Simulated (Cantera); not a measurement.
A closed system holds: 1 mol FeS₂, 0.18 mol H₂S, 2.4 mol CO₂, at 848 K and 101000 Pa.

Equilibrium computed with Cantera from the NASA thermochemical tables; the gas is ideal and each condensed phase is pure. Candidate condensed phases: C, C₆H₆, C₇H₈, C₈H₁₈, Fe, Fe(CO)₅, FeO, Fe(OH)₂, Fe(OH)₃, FeS, FeSO₄, FeS₂, Fe₂O₃, Fe₂(SO₄)₃, Fe₃O₄, H₂O, H₂SO₄, S; 127 gas species. Gases not in the tables: S₃ to S₇. Kinetics and transport are ignored.

Base state: CO₂ 0.901, H₂S 0.0439, H₂O 0.0249, COS 0.0166, CO 0.00822, S₂ 0.00439, H₂ 0.000702, CS₂ 7.32e-5 (mole fractions); condensed: FeS₂(s).

Problem. What changes in the equilibrium state with this change: pressure from 101000 Pa to 1330 Pa?

Solution. 
```tsv
species	before	after
CO₂	0.901	0.827
S₂	0.00439	0.0828
H₂S	0.0439	0.0378
CO	0.00822	0.0130
COS	0.0166	0.0131
H₂O	0.0249	0.0250
SO₂	4.26e-5	0.000545
S₂O	7.08e-6	7.77e-5
FeS₂(s), mol	1.00	0.568
FeS(s), mol	0	0.432
```
FeS: taken at fixed stoichiometry.

Problem. What changes in the equilibrium state with this change: pressure from 101000 Pa to 10000 Pa?

Solution. 
| species | before | after |
|---|---|---|
| CO₂ | 0.901 | 0.892 |
| H₂S | 0.0439 | 0.0403 |
| H₂O | 0.0249 | 0.0274 |
| S₂ | 0.00439 | 0.0110 |
| CO | 0.00822 | 0.0137 |
| COS | 0.0166 | 0.0138 |
| H₂ | 0.000702 | 0.00130 |
| SO₂ | 4.26e-5 | 7.65e-5 |
| S₂O | 7.08e-6 | 1.06e-5 |
| CS₂ | 7.32e-5 | 5.07e-5 |
| FeS₂(s), mol | 1.00 | 0.981 |
| FeS(s), mol | 0 | 0.0193 |
FeS: taken at fixed stoichiometry.
